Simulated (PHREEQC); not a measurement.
Make-up at 25 °C: 0.0002 mol KH2PO4, 0.00064 mol HNO3 and 0.24 mol ZnSO4 per kg of water. Closed to the air; pH follows from the charge balance.

Equilibrium calculation in PHREEQC: ion-association model, wateq4f.dat.

**Question.** The ionic strength comes out as 0.439 mol/kgw. What activity coefficients do KSO4-, K+, H+, HSO4-, H2PO4- get?

**Answer.** KSO4- 0.70, K+ 0.65, H+ 0.77, HSO4- 0.67, H2PO4- 0.70.

No solid was allowed to form. Complexes and solids missing from the database can't appear. H3PO4, which wateq4f.dat lacks, is added to it with the constant of phreeqc.dat. The database has no phosphate complexes of Zn.
